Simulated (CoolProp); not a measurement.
Vapour-liquid equilibrium of fluoroethane (R161) (1) + R1234yf (2) at 212.1 K; x and y are mole fractions of (1).

Values from CoolProp's multi-fluid Helmholtz-energy mixture model, Wu 2012 and Lemmon 2022; pair parameters Bell 2016.

Q: Give the bubble pressure and the first vapour's composition at x = 0.05, 0.8, 0.95. Is there an azeotrope?

A: x = 0.05: 20.52 kPa, y = 0.085; x = 0.8: 28.77 kPa, y = 0.842; x = 0.95: 29.71 kPa, y = 0.959. No azeotrope shows between x = 0.05 and 0.95.

The pair parameters rest on a limited set of measurements; away from them the model extrapolates.
